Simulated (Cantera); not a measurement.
Input (Python, Cantera):

```python
import numpy as np
import cantera as ct

gas = ct.Solution("gri30.yaml")
gas.TPX = 675, 100000, {'H2': 1, 'O2': 0.455, 'N2': 2.95}
inlet = ct.Reservoir(gas, clone=True)
gas.equilibrate("HP")  # start burning
reactor = ct.IdealGasConstPressureReactor(gas, energy="on", clone=False)
exhaust = ct.Reservoir(gas, clone=True)
tau = [0.16, 0.055, 0.019, 0.0068, 0.0024, 0.00084, 0.0003, 0.0001, 3.7e-05, 1.3e-05, 4.6e-06][0]
for a, b in ((inlet, reactor), (reactor, exhaust)):
    ct.MassFlowController(a, b, mdot=lambda t: reactor.mass / tau)
net = ct.ReactorNet([reactor])
show = ['H2', 'O2', 'OH', 'H2O', 'NO2', 'NO', 'N2O']

rows = []
print(f"{'tau/s':>10s}{'T/K':>9s}" + "".join(f"{s:>11s}" for s in show))
for tau in [0.16, 0.055, 0.019, 0.0068, 0.0024, 0.00084, 0.0003, 0.0001, 3.7e-05, 1.3e-05, 4.6e-06]:
    net.initial_time = 0.0
    net.advance(30 * tau)
    before = gas.X
    net.advance(40 * tau)
    drift = np.max(np.abs(gas.X - before) / (gas.X + 1e-9))
    rows.append([gas.T, *gas[show].X, drift])
    print(f"{tau:10.3e}{gas.T:9.1f}" + "".join(f"{x:11.3e}" for x in gas[show].X))
```

Output:

```
     tau/s      T/K         H2         O2         OH        H2O        NO2         NO        N2O
 1.600e-01   2176.6  2.400e-02  3.651e-04  1.905e-03  2.269e-01  8.942e-09  2.549e-04  2.036e-08
 5.500e-02   2161.8  2.474e-02  7.132e-04  2.661e-03  2.251e-01  8.500e-09  2.206e-04  2.463e-08
 1.900e-02   2135.6  2.614e-02  1.411e-03  3.758e-03  2.220e-01  7.036e-09  1.673e-04  3.002e-08
 6.800e-03   2093.4  2.838e-02  2.611e-03  5.117e-03  2.172e-01  5.237e-09  1.163e-04  3.558e-08
 2.400e-03   2026.3  3.163e-02  4.522e-03  6.616e-03  2.099e-01  3.835e-09  7.999e-05  4.061e-08
 8.400e-04   1927.4  3.551e-02  7.237e-03  7.852e-03  2.003e-01  3.105e-09  5.989e-05  4.423e-08
 3.000e-04   1797.5  3.931e-02  1.069e-02  8.266e-03  1.890e-01  2.666e-09  4.636e-05  4.568e-08
 1.000e-04   1626.8  4.367e-02  1.560e-02  7.423e-03  1.752e-01  1.952e-09  2.965e-05  4.418e-08
 3.700e-05   1446.3  5.425e-02  2.375e-02  5.548e-03  1.571e-01  1.029e-09  1.352e-05  3.812e-08
 1.300e-05    675.0  2.270e-01  1.033e-01  1.769e-19 -5.312e-16 -5.517e-22 -5.388e-21 -3.703e-23
 4.600e-06    675.0  2.270e-01  1.033e-01  9.639e-20  2.534e-19 -3.207e-25 -3.132e-24 -1.530e-26
```

Detailed kinetics in Cantera: GRI-Mech 3.0 (53 species, 325 reactions).
